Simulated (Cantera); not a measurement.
## Premixed flame

A freely propagating, adiabatic, planar premixed flame of 4.78 % CH4, 0.320 % C2H6, 0.813 % C3H8, 22.3 % O2, 71.7 % N2, unburnt at 625 K and 1.90 bar; mixture-averaged transport, grid criteria slope 0.08 and curve 0.16, no radiation.

Model: GRI-Mech 3.0 (53 species, 325 reactions), integrated in Cantera. GRI-Mech 3.0 was tuned for natural gas; its chemistry of propane as a main component is partial and can be far from experiment. Burning velocities carry a grid error of a few per cent, more on coarse grids.

```tsv
z (mm)	T (K)	u (m/s)	x CH4	x C2H6	x C3H8	x H2O	x CH2O	x CO
-0.595	625	1.03	0.0478	0.00320	0.00813	7.08e-5	3.40e-7	5.88e-6
-0.396	628	1.03	0.0476	0.00320	0.00812	0.000684	6.38e-6	7.99e-5
-0.297	636	1.05	0.0472	0.00319	0.00810	0.00213	2.66e-5	0.000292
-0.198	685	1.13	0.0450	0.00312	0.00796	0.00918	0.000188	0.00168
-0.0991	977	1.64	0.0334	0.00251	0.00577	0.0419	0.00117	0.0116
-0.0496	1318	2.23	0.0198	0.00133	0.00205	0.0753	0.00143	0.0250
0	1663	2.84	0.00546	0.000113	7.20e-5	0.108	0.000701	0.0374
0.0496	1821	3.10	0.000498	5.38e-7	8.21e-8	0.121	0.000103	0.0339
0.0991	1884	3.20	2.46e-5	<1e-8	<1e-8	0.124	5.99e-6	0.0252
0.198	1963	3.31	8.07e-8	<1e-8	<1e-8	0.125	2.28e-8	0.0148
0.396	2049	3.43	<1e-8	<1e-8	<1e-8	0.128	<1e-8	0.00779
0.793	2116	3.53	<1e-8	<1e-8	<1e-8	0.132	<1e-8	0.00401
1.59	2152	3.58	<1e-8	<1e-8	<1e-8	0.134	<1e-8	0.00194
```
x: mole fraction of selected species; z is measured from the peak of heat release.

| Item | Result |
|---|---|
| laminar burning velocity | 103 cm/s |
| thermal thickness | 0.198 mm |
| peak x(CH2O) | 0.00147 |
| peak x(CO) | 0.0380 |
| grid points | 132 |
